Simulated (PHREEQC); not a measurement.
Make-up at 20 °C: 1.6 mol/kgw NH4Br, 0.0061 mol/kgw Na2SiO3 and 0.0011 mol/kgw K2CO3. Closed to the air; pH follows from the charge balance.

The numbers come from PHREEQC with the ion-association model, wateq4f.dat.

```json
{
 "pH": "7.36",
 "ionic_strength": "1.60 mol/kgw",
 "activity_of_water": "0.945",
 "total_alkalinity": "14.4 meq/kg"
}
```

```tsv
species	molality	activity	log γ
Br-	1.60	1.46	-0.040
NH4+	1.59	1.45	-0.040
NH3	0.0133	0.0133	0.000
Na+	0.0122	0.00924	-0.121
H4SiO4	0.00606	0.00876	0.160
K+	0.00220	0.00128	-0.237
HCO3-	0.00104	0.000662	-0.198
CO2	5.05e-5	7.31e-5	0.160
H3SiO4-	4.34e-5	2.49e-5	-0.241
CO3-2	3.97e-6	6.43e-7	-0.790
NaHCO3	2.38e-6	3.44e-6	0.160
OH-	2.70e-7	1.48e-7	-0.261
NaCO3-	1.35e-7	8.57e-8	-0.198
H+	5.91e-8	4.33e-8	-0.135
```

This is a speciation only: nothing precipitates in the calculation. Examples of supersaturated solids here: SiO2(a), Quartz (slow to form). Others may be too. Caution: at this ionic strength the ion-association model is outside its range; a Pitzer model would be the better tool where its parameters exist. Complexes and solids missing from the database can't appear.
